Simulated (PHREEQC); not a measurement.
**Hard or scaling water: speciation**

Make-up at 25 °C: 0.028 mol/kgw MgCl2 and 0.0028 mol/kgw CO2. Closed to the air; pH follows from the charge balance.

All values are PHREEQC results (ion-association model, phreeqc.dat), not measurements.

This is a speciation only: nothing precipitates in the calculation.

### Question
What pH, specific conductance, density does the model give?

### Answer
pH 4.41; specific conductance 5730 µS/cm; density 0.999 g/cm³.

### Question
In which forms is C present?

### Answer
CO2 98 %, HCO3- 1.4 % of the C.
